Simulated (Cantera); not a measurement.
Feed: 1 mol BN, 12 mol H₂O, 2.9 mol N₂.

Cantera equilibrium calculation (NASA polynomials, part measured and part estimated; ideal gas, pure solids and liquids). Candidate condensed phases: B, BN, B₂O₃, B₃O₃H₃, H₂O; 39 gas species. Gases not in the tables: H₃BO₃. Kinetics and transport are ignored.

**Question.** What condenses at these points (T in K, P in Pa): (1450, 19000); (1650, 100000); (1750, 19000); (1550, 5.2); (1600, 720)?

**Answer.** 
```
T (K)  P in Pa  condensed phases  B condensed (%)
-----  -------  ----------------  ---------------
1450     19000              B₂O₃             49.7
1650    100000          gas only              0.0
1750     19000          gas only              0.0
1550       5.2          gas only              0.0
1600       720          gas only              0.0
```
